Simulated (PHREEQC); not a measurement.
1.8 g of hydrous ferric oxide (600 m²/g; 0.2 weak and 0.005 strong sites per Fe, Dzombak-Morel constants, diffuse double layer) in 1 kg of water with 0.01 mol/kgw of an inert sodium salt and 7.3e-05 mol Na2SeO4, at 25 °C; the pH is set by adding NaOH or the inert anion's acid. Oxygen alone is held at its pressure in air (log pO2 = -0.68). No CO2 enters from the air. No solid was allowed to form.

Base run: PHREEQC, ion-association model, wateq4f.dat. Each further column changes one thing. The table gives surface charge σ (C/m²).

```
pH     base  background salt from 0.01 to 0.001 mol/kgw  oxide from 1.8 to 9 g/kgw
---  ------  ------------------------------------------  -------------------------
3     0.318                                         [?]                      0.339
4     0.214                                       0.135                      0.240
4.5   0.158                                       0.087                      0.178
5.5   0.074                                         [?]                      0.082
6.5   0.029                                         [?]                      0.031
7.5   0.008                                         [?]                      0.008
8     0.001                                         [?]                      0.001
9    -0.013                                         [?]                     -0.013
```

Problem. What belongs in the gaps?

Solution. 
- 3, background salt from 0.01 to 0.001 mol/kgw: 0.271
- 5.5, background salt from 0.01 to 0.001 mol/kgw: 0.033
- 6.5, background salt from 0.01 to 0.001 mol/kgw: 0.011
- 7.5, background salt from 0.01 to 0.001 mol/kgw: 0.003
- 8, background salt from 0.01 to 0.001 mol/kgw: 0.000
- 9, background salt from 0.01 to 0.001 mol/kgw: -0.005

The oxide is taken as insoluble; below pH 4 it would dissolve.
